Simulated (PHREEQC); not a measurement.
Make-up at 25 °C: 0.035 mol/kgw H2S, 0.02 mol/kgw NaHCO3 and 0.00078 mol/kgw ZnCl2. Closed to the air; pH follows from the charge balance.

Equilibrium calculation in PHREEQC: ion-association model, wateq4f.dat.

```csv
quantity,before,after
pH,6.35,6.37
NaHCO3 (mol/kgw),9.05e-5,2.44e-5
CO3-2 (mol/kgw),1.66e-6,7.90e-7
SI of Nahcolite (NaHCO3),-3.24,-3.81
SI of Halite (NaCl),-6.21,-6.78
```

**Question.** What was changed between the two runs?
(A) temperature from 25 to 50 °C
(B) NaHCO3 from 0.02 to 0.1 mol/kgw
(C) H2S from 0.035 to 0.0035 mol/kgw
(D) diluted 2-fold with water
(E) H2S left out

**Answer.** D, diluted 2-fold with water

This is a speciation only: nothing precipitates in the calculation. Some of these states are supersaturated (in Sphalerite (slow to form), for instance).
